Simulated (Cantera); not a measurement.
Feed: 1 mol B2O3, 1.9 mol H2, 5.2 mol N2, held at 1850 K and 0.100 bar.

Equilibrium computed with Cantera from the NASA thermochemical tables; the gas is ideal and each condensed phase is pure. Candidate condensed phases: B, BN, B2O3, B3O3H3, H2O; 39 gas species. Equilibrium is a limit: real reactors are often held back by kinetics, nucleation or transport.

Base state: N2 0.660, H2 0.215, B2O3 0.0673, HBO2 0.0298, HBO 0.0190, B2O2 0.00585, BO 0.00118, H2O 0.00106 (mole fractions); condensed: B2O3(l).

Task: What changes in the equilibrium state with this change: B2O3 replaced by borazine?

Result: 
| species | before | after |
|---|---|---|
| N2 | 0.660 | 0.515 |
| H2 | 0.215 | 0.484 |
| H | 0.000790 | 0.00119 |
| B2O3 | 0.0673 | 0 |
| HBO2 | 0.0298 | 0 |
| HBO | 0.0190 | 0 |
| B2O2 | 0.00585 | 0 |
| BO | 0.00118 | 0 |
| B2O3(l), mol | 0.226 | 0 |
| BN(s), mol | 0 | 3.00 |
The feed counts by its element totals alone.
